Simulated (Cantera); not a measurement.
Input: 1 mol Si, 0.63 mol HCl, 0.43 mol H2, 1.2 mol Cl2, at 4350 Torr.

These are equilibrium values from Cantera (NASA tables, ideal gas, pure condensed phases), not measurements of a reactor. Candidate condensed phases: Si; 19 gas species. The tables' values for SiCl3 are old estimates; treat these amounts as uncertain. Rates play no part.

Task: At 848 K, list the 4 most abundant gas species with their mole fractions, and the condensed phases.

Result: H2 0.424, SiCl4 0.393, SiHCl3 0.174, SiH2Cl2 0.00675. Condensed: Si(s).
